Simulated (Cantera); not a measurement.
Charge: 1 mol SiHCl3, 6.1 mol H2, held at 1350 °C and 17.0 mbar.

Cantera equilibrium calculation (NASA polynomials, part measured and part estimated; ideal gas, pure solids and liquids). Candidate condensed phases: Si; 19 gas species. The tables' values for SiCl3, SiCl are old estimates; treat these amounts as uncertain. Kinetics and transport are ignored.

Base state: H2 0.741, HCl 0.150, SiCl2 0.106, SiCl3 0.00288, H 0.000456, SiCl4 0.000183, SiHCl3 0.000140, Cl 7.26e-5 (mole fractions); condensed: Si(s).

**Question.** What changes in the equilibrium state with this change: temperature from 1350 °C to 1002 °C?

**Answer.** 
| species | before | after |
|---|---|---|
| H2 | 0.741 | 0.778 |
| HCl | 0.150 | 0.126 |
| SiCl2 | 0.106 | 0.0531 |
| SiCl4 | 0.000183 | 0.0231 |
| SiCl3 | 0.00288 | 0.0137 |
| SiCl | 5.78e-5 | 1.47e-7 |
| Cl | 7.26e-5 | 6.87e-7 |
| H | 0.000456 | 4.99e-6 |
| Si(s), mol | 0.119 | 0.250 |
The tables' values for SiCl3 are old estimates; treat these amounts as uncertain.

**Question.** What changes in the equilibrium state with this change: H2 from 6.1 to 580 mol?

**Answer.** 
```json
[
 {"species": "H2", "before": "0.741", "after": "0.994"},
 {"species": "HCl", "before": "0.150", "after": "0.00498"},
 {"species": "H", "before": "0.000456", "after": "0.000529"},
 {"species": "SiCl2", "before": "0.106", "after": "8.71e-5"},
 {"species": "SiCl4", "before": "0.000183", "after": "<1e-9"},
 {"species": "SiCl3", "before": "0.00288", "after": "6.80e-8"},
 {"species": "SiHCl3", "before": "0.000140", "after": "3.84e-9"},
 {"species": "SiH2Cl2", "before": "1.82e-5", "after": "2.01e-8"},
 {"species": "Cl", "before": "7.26e-5", "after": "2.08e-6"},
 {"species": "Si(s), mol", "before": "0.119", "after": "0.938"}
]
```
